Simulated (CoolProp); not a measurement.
CH3F (R41) along the isobar 10.2 MPa: density (kg/m³) from the reference equation and from simpler models built on Tc = 44.1 °C, pc = 5.906 MPa, ω = 0.200; each cubic takes its own stable root.

Computed with CoolProp (reference Helmholtz-energy equation of state, Lemmon 2006). It is a short technical equation, of lower accuracy than the large ones.

```tsv
T (°C)	phase	reference
-34.75	liquid	803.4
-22.55	liquid	774.9
-10.35	liquid	744.4
1.95	liquid	711.0
14.15	liquid	674.4
26.35	liquid	633.0
38.55	liquid	584.1
50.85	supercritical	521.4
63.05	supercritical	432.5
75.25	supercritical	315.9
87.45	supercritical	237.3
99.75	supercritical	196.1
111.95	supercritical	171.3
124.15	supercritical	154.2
136.35	supercritical	141.4
```

Problem. How far does each simpler model (van der Waals, Redlich-Kwong, Soave-Redlich-Kwong, Peng-Robinson) lie from the reference over these 15 states: mean and median of the absolute difference, and the worst?

Solution. 
- van der Waals: mean 27.0 %, median 36.7 %, worst -44.9 % at -34.75 °C and 10.2 MPa
- Redlich-Kwong: mean 15.8 %, median 22.5 %, worst -25.1 % at 38.55 °C and 10.2 MPa
- Soave-Redlich-Kwong: mean 18.5 %, median 20.8 %, worst -25.9 % at 50.85 °C and 10.2 MPa
- Peng-Robinson: mean 11.0 %, median 11.1 %, worst -19.4 % at 63.05 °C and 10.2 MPa
